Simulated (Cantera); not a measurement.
## Premixed flame

A freely propagating, adiabatic, planar premixed flame of 10.4 % CH₄, 18.8 % O₂, 70.8 % N₂, equivalence ratio 1.1, unburnt at 323 K and 825 Torr; mixture-averaged transport, grid criteria slope 0.08 and curve 0.16, no radiation.

Detailed kinetics in Cantera: GRI-Mech 3.0 (53 species, 325 reactions). Burning velocities carry a grid error of a few per cent, more on coarse grids.

```csv
z (mm),T (K),u (m/s),x CH₄,x O₂,x O,x C₂H₂,x CH₃,x N₂O
-1.18,323,0.423,0.103,0.188,<1e-8,<1e-8,<1e-8,<1e-8
-0.786,324,0.426,0.103,0.188,<1e-8,1.62e-8,1.38e-8,<1e-8
-0.590,331,0.436,0.102,0.187,<1e-8,1.64e-7,8.89e-8,<1e-8
-0.393,406,0.538,0.0974,0.182,1.73e-8,3.11e-6,1.41e-6,<1e-8
-0.197,907,1.22,0.0667,0.142,5.60e-6,4.76e-5,0.000212,<1e-8
-0.0983,1363,1.86,0.0358,0.0967,8.23e-5,0.000126,0.00163,2.42e-8
0,1760,2.41,0.00804,0.0477,0.000587,0.000223,0.00212,4.61e-8
0.0983,1916,2.62,0.000519,0.0211,0.00174,4.55e-5,0.000265,6.54e-8
0.197,1959,2.67,1.66e-5,0.0127,0.00224,1.72e-6,1.00e-5,7.32e-8
0.393,2004,2.72,2.70e-8,0.00884,0.00202,<1e-8,1.88e-8,7.11e-8
0.786,2059,2.78,<1e-8,0.00668,0.00148,<1e-8,<1e-8,6.65e-8
1.57,2118,2.85,<1e-8,0.00460,0.000913,<1e-8,<1e-8,6.11e-8
3.15,2167,2.91,<1e-8,0.00274,0.000482,<1e-8,<1e-8,5.32e-8
```
x: mole fraction of selected species; z is measured from the peak of heat release.

```yaml
laminar_burning_velocity: 42.3 cm/s
thermal_thickness: 0.393 mm
peak x(O): 0.00225
peak x(C₂H₂): 0.000227
peak x(CH₃): 0.00256
grid_points: 150
```
